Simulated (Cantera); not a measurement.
Input (Python, Cantera) and output of one run.

```python
import numpy as np
import cantera as ct

gas_names = [...]  # 118 gases of nasa_gas.yaml made of C, Cl, F, H
cond_names = """
    C(gr) C6H6(L) C7H8(L) C8H18(L),n-octa
""".split()


# ... load() reads the species with a 1 bar reference pressure and builds the phases ...
atoms = {
    'C2F6': {'C': 2, 'F': 6},
    'F2': {'F': 2},
    'H2': {'H': 2},
    'HCl': {'H': 1, 'CL': 1},
}
top_T = {'C(gr)': 4500}  # K; cautious upper limits of use, not melting points


# ... equilibrate(T, P, feed) seeds the gas with the atoms and calls Mixture.equilibrate('TP', solver="vcs", rtol=1e-11, max_steps=5000) ...
results = []
feed = {'C2F6': 1, 'F2': 0.97, 'H2': 0.092, 'HCl': 0.54}  # mol
P = 2100  # Pa
for T in [3100, 3125, 3150, 3175, 3200, 3225, 3250, 3275, 3300, 3325, 3350, 3375, 3400]:
    mix = equilibrate(T, P, feed)
    results.append((T, P, feed, dict(zip(mix.species_names, mix.species_moles))))
    x = sorted(zip(gas.X, gas.species_names), reverse=True)
    print(f"T = {T:g} K  P = {P:g} Pa  gas = {mix.phase_moles(0):.4g} mol")
    print("   x: " + "  ".join(f"{s} {v:.3e}" for v, s in x if v > 0.001))
    print("   condensed (mol): " + ("  ".join(f"{mix.phase(i).name} {mix.phase_moles(i):.4g}"
          for i in range(1, mix.n_phases) if mix.phase_moles(i) > 1e-12) or "none"))
```

Output:

```
T = 3100 K  P = 2100 Pa  gas = 8.558 mol
   x: F 6.883e-01  CF 8.865e-02  HF 8.257e-02  CL 6.300e-02  CF2 3.401e-02  C3 3.149e-02  C 5.521e-03  C2 3.581e-03  H 1.904e-03
   condensed (mol): none
T = 3125 K  P = 2100 Pa  gas = 8.628 mol
   x: F 6.938e-01  CF 8.730e-02  HF 8.154e-02  CL 6.248e-02  C3 3.255e-02  CF2 2.869e-02  C 6.411e-03  C2 3.994e-03  H 2.245e-03
   condensed (mol): none
T = 3150 K  P = 2100 Pa  gas = 8.692 mol
   x: F 6.987e-01  CF 8.574e-02  HF 8.053e-02  CL 6.202e-02  C3 3.343e-02  CF2 2.418e-02  C 7.413e-03  C2 4.430e-03  H 2.641e-03
   condensed (mol): none
T = 3175 K  P = 2100 Pa  gas = 8.751 mol
   x: F 7.030e-01  CF 8.402e-02  HF 7.950e-02  CL 6.161e-02  C3 3.413e-02  CF2 2.037e-02  C 8.537e-03  C2 4.888e-03  H 3.100e-03
   condensed (mol): none
T = 3200 K  P = 2100 Pa  gas = 8.805 mol
   x: F 7.067e-01  CF 8.217e-02  HF 7.845e-02  CL 6.122e-02  C3 3.467e-02  CF2 1.715e-02  C 9.794e-03  C2 5.368e-03  H 3.630e-03
   condensed (mol): none
T = 3225 K  P = 2100 Pa  gas = 8.857 mol
   x: F 7.100e-01  CF 8.021e-02  HF 7.736e-02  CL 6.087e-02  C3 3.504e-02  CF2 1.443e-02  C 1.119e-02  C2 5.869e-03  H 4.239e-03
   condensed (mol): none
T = 3250 K  P = 2100 Pa  gas = 8.906 mol
   x: F 7.128e-01  CF 7.817e-02  HF 7.621e-02  CL 6.053e-02  C3 3.526e-02  C 1.275e-02  CF2 1.215e-02  C2 6.389e-03  H 4.935e-03
   condensed (mol): none
T = 3275 K  P = 2100 Pa  gas = 8.953 mol
   x: F 7.153e-01  CF 7.607e-02  HF 7.498e-02  CL 6.021e-02  C3 3.533e-02  C 1.448e-02  CF2 1.023e-02  C2 6.927e-03  H 5.727e-03
   condensed (mol): none
T = 3300 K  P = 2100 Pa  gas = 8.999 mol
   x: F 7.175e-01  CF 7.392e-02  HF 7.366e-02  CL 5.990e-02  C3 3.526e-02  C 1.638e-02  CF2 8.621e-03  C2 7.480e-03  H 6.623e-03
   condensed (mol): none
T = 3325 K  P = 2100 Pa  gas = 9.045 mol
   x: F 7.193e-01  HF 7.223e-02  CF 7.174e-02  CL 5.959e-02  C3 3.504e-02  C 1.847e-02  C2 8.047e-03  H 7.629e-03  CF2 7.266e-03
   condensed (mol): none
T = 3350 K  P = 2100 Pa  gas = 9.091 mol
   x: F 7.209e-01  HF 7.070e-02  CF 6.953e-02  CL 5.929e-02  C3 3.469e-02  C 2.077e-02  H 8.753e-03  C2 8.624e-03  CF2 6.127e-03
   condensed (mol): none
T = 3375 K  P = 2100 Pa  gas = 9.138 mol
   x: F 7.222e-01  HF 6.903e-02  CF 6.731e-02  CL 5.898e-02  C3 3.420e-02  C 2.328e-02  H 1.000e-02  C2 9.208e-03  CF2 5.169e-03
   condensed (mol): none
T = 3400 K  P = 2100 Pa  gas = 9.186 mol
   x: F 7.233e-01  HF 6.724e-02  CF 6.507e-02  CL 5.868e-02  C3 3.359e-02  C 2.602e-02  H 1.137e-02  C2 9.793e-03  CF2 4.363e-03
   condensed (mol): none
```

Method: chemical equilibrium by Gibbs-energy minimisation in Cantera with the NASA 1993 tables (ideal gas, pure condensed phases). The feed counts by its element totals alone.
